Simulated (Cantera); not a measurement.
Input: 1 mol SiH4, 0.66 mol HCl, 5.2 mol H2, equilibrated at 2300 Pa.

Cantera equilibrium calculation (NASA polynomials, part measured and part estimated; ideal gas, pure solids and liquids). Candidate condensed phases: Si; 19 gas species. The tables' values for SiCl, SiCl3 are old estimates; treat these amounts as uncertain. Gases not in the tables: Si2H6 and higher silanes. Equilibrium is a limit: real reactors are often held back by kinetics, nucleation or transport. All values below are at 1898 K.

Base state: H2 0.922, HCl 0.0611, SiCl2 0.0110, H 0.00495, Si 0.000534, SiCl 0.000257, Cl 0.000248, SiH 6.79e-5 (mole fractions); condensed: Si(l).

Question: What changes in the equilibrium state with this change: HCl from 0.66 to 1.7 mol?

Answer: 
```
species       before     after
----------  --------  --------
H2             0.922     0.844
HCl           0.0611     0.110
SiCl2         0.0110    0.0392
SiCl3        3.56e-5  0.000240
Cl          0.000248  0.000467
SiCl        0.000257  0.000485
SiH2         5.31e-5   4.86e-5
SiH          6.79e-5   6.49e-5
Si(l), mol     0.906     0.638
```
